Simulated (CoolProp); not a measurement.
R1234yf along the isotherm 113.45 °C: fugacity coefficient from the reference equation and from simpler models built on Tc = 94.7 °C, pc = 33.84 bar, ω = 0.276; each cubic takes its own stable root.

Model: reference Helmholtz-energy equation of state, Lemmon 2022, in CoolProp.

```
p (bar)          phase  reference
-------  -------------  ---------
0.535              gas     0.9953
1.01               gas     0.9912
1.92               gas     0.9833
3.65               gas     0.9683
6.91               gas     0.9403
13.1               gas     0.8880
24.8               gas     0.7915
47.1     supercritical     0.6074
89.3     supercritical     0.3966
169      supercritical     0.2894
```

### Question
How far does each simpler model (van der Waals, Redlich-Kwong, Soave-Redlich-Kwong, Peng-Robinson) lie from the reference over these 10 states: mean and median of the absolute difference, and the worst?

### Answer
- van der Waals: mean 3.8 %, median 1.0 %, worst +22.6 % at 113.45 °C and 169 bar
- Redlich-Kwong: mean 1.0 %, median 0.0 %, worst +6.7 % at 113.45 °C and 169 bar
- Soave-Redlich-Kwong: mean 2.2 %, median 0.3 %, worst +11.5 % at 113.45 °C and 169 bar
- Peng-Robinson: mean 0.7 %, median 0.4 %, worst -2.1 % at 113.45 °C and 47.1 bar
